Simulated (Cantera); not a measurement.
Input: 1 mol Cu, 0.52 mol F2, 17 mol H2, equilibrated at 1330 Pa.

Equilibrium computed with Cantera from the NASA thermochemical tables; the gas is ideal and each condensed phase is pure. Candidate condensed phases: Cu, CuF2; 15 gas species. The numbers say what is thermodynamically allowed, not how fast it happens.

Over these rows the condensed part is Cu(s). Partial pressures as log10 of bar:

```csv
T (K),1000/T (1/K),log p Cu,log p H2,log p HF
1198,0.8347,-7.93,-1.90,-3.10
1223,0.8177,?,-1.90,-3.10
1248,0.8013,-7.36,-1.90,-3.10
1273,0.7855,-7.08,-1.90,-3.10
1298,0.7704,-6.82,-1.90,-3.10
1323,0.7559,-6.57,-1.90,-3.10
```

### Question
Fit log p(Cu) = a + b·(1000/T) to the five rows, give the apparent enthalpy, and predict the row at 1223 K.

### Answer
Means: 1000/T = 0.7896, log p = -7.152. Sxy = -0.063804, Sxx = 0.0036920, so b = -17.28 and a = -7.152 − (-17.28)×0.7896 = 6.49.
Apparent enthalpy: −19.145 × (-17.28) = 331 kJ/mol. The condensed phases alone fix this pressure, through Cu(s) = Cu(g), so the slope is that reaction's ΔH° and the other gases don't enter. The five rows lie within 0.01 of the line.
Prediction at 1223 K: 6.49 + (-17.28)×0.8177 = -7.64. The computed value is -7.64, 0.00 from the line.
